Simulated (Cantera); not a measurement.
An adiabatic, constant-volume homogeneous reactor starts with CO : H2 : O2 : N2 = 1 : 0.039 : 0.4 : 1.5 (molar parts), equivalence ratio 1.3, at 1000 K and 0.730 bar.

Computed with Cantera and GRI-Mech 3.0 (53 species, 325 reactions).

Q: Predict: time of steepest temperature rise; temperature at 1.00 s; equilibrium temperature; x(CO) at 1.00 s; x(H2) at 1.00 s; x(O2) at 1.00 s; x(N2O) at 1.00 s; x(NO) at 1.00 s; x(H2O2) at 1.00 s; x(HO2) at 1.00 s.

A: 
```json
{
  "time_of_steepest_temperature_rise": "0.953 ms",
  "temperature at 1.00 s": "2818 K",
  "equilibrium_temperature": "2818 K",
  "x(CO) at 1.00 s": "0.161 (gas-phase equilibrium 0.161)",
  "x(H2) at 1.00 s": "0.00105 (gas-phase equilibrium 0.00105)",
  "x(O2) at 1.00 s": "0.0261 (gas-phase equilibrium 0.0261)",
  "x(N2O) at 1.00 s": "7.25e-7 (gas-phase equilibrium 7.25e-7)",
  "x(NO) at 1.00 s": "0.0113 (gas-phase equilibrium 0.0113)",
  "x(H2O2) at 1.00 s": "2.80e-8 (gas-phase equilibrium 2.80e-8)",
  "x(HO2) at 1.00 s": "2.28e-6 (gas-phase equilibrium 2.28e-6)"
}
```
